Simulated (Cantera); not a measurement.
A closed system holds: 1 mol Si3N4, 0.053 mol CO2, 370 mol H2, equilibrated at 1300 K and 0.000900 Torr.

Cantera equilibrium calculation (NASA polynomials, part measured and part estimated; ideal gas, pure solids and liquids). Candidate condensed phases: C, C6H6, C7H8, C8H18, H2O, Si, SiC, SiO2, Si2N2O, Si3N4; 151 gas species. Mutual solubility and eutectic melting of coexisting phases are not modelled. Kinetics and transport are ignored.

Base state: H2 0.993, N2 0.00537, H 0.00101, SiO 0.000281, Si 3.61e-5 (mole fractions); condensed: Si(s) + SiC(s).

Task: What changes in the equilibrium state with this change: temperature from 1300 K to 1723 K?

Result: 
| species | before | after |
|---|---|---|
| H2 | 0.993 | 0.835 |
| H | 0.00101 | 0.152 |
| Si | 3.61e-5 | 0.00725 |
| CO | 3.32e-6 | 0.000130 |
| SiH | 3.27e-7 | 1.04e-5 |
| SiO | 0.000281 | 0.000131 |
| N2 | 0.00537 | 0.00493 |
| Si(s), mol | 2.83 | 0 |
| SiC(s), mol | 0.0517 | 0 |
